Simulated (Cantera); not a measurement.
A freely propagating, adiabatic, planar premixed flame of 41.6 % H₂, 12.2 % O₂, 46.2 % N₂, unburnt at 500 K and 0.132 atm; multicomponent transport, grid criteria slope 0.08 and curve 0.16, no radiation.

Detailed kinetics in Cantera: the H2/O2 subset of GRI-Mech 3.0, which has no nitrogen chemistry. Burning velocities carry a grid error of a few per cent, more on coarse grids.

**Question.** Predict: laminar burning velocity; thermal thickness; peak x(H₂O₂); peak x(H); peak x(HO₂).

**Answer.** 
| Quantity | Result |
|---|---|
| laminar burning velocity | 497 cm/s |
| thermal thickness | 5.78 mm |
| peak x(H₂O₂) | 2.54e-6 |
| peak x(H) | 0.126 |
| peak x(HO₂) | 6.65e-5 |
